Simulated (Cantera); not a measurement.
Input: 1 mol K2CO3, 1.5 mol O2, held at 133 Pa.

Equilibrium computed with Cantera from the NASA thermochemical tables; the gas is ideal and each condensed phase is pure. Candidate condensed phases: C, K, KO2, K2CO3, K2O, K2O2; 15 gas species. Equilibrium is a limit: real reactors are often held back by kinetics, nucleation or transport.

log p: log10 of the partial pressure in bar; n: condensed amount in mol.

```
T (°C)  log p O2  log p K  log p CO2  log p O  log p CO  n K2CO3(s)  n K2CO3(l)
------  --------  -------  ---------  -------  --------  ----------  ----------
577        -2.88   -10.42     -10.71   -13.57      <-14        1.00           0
727        -2.88    -7.64      -7.93   -11.24      <-14       1.000           0
877        -2.88      ___        ___      ___       ___       0.999           0
1027       -2.92      ___        ___      ___       ___           0         ___
1177       -3.27    -3.27      -3.57    -7.33     -7.58           0           0
1327       -3.27    -3.27      -3.57    -6.48     -6.64           0           0
1477       -3.27    -3.28      -3.58    -5.76     -5.86           0           0
1627       -3.28    -3.28      -3.59    -5.16     -5.21           0           0
1777       -3.28    -3.28      -3.62    -4.65     -4.68           0           0
1927       -3.30    -3.29      -3.70    -4.22     -4.27           0           0
```

Complete the blanks.


- 1027, log p K: -4.10
- 1027, log p CO2: -4.39
- 1027, log p O: -8.21
- 1027, log p CO: -9.75
- 1027, n K2CO3(l): 0.949
- 877, log p K: -5.60
- 877, log p CO2: -5.90
- 877, log p O: -9.52
- 877, log p CO: -12.75
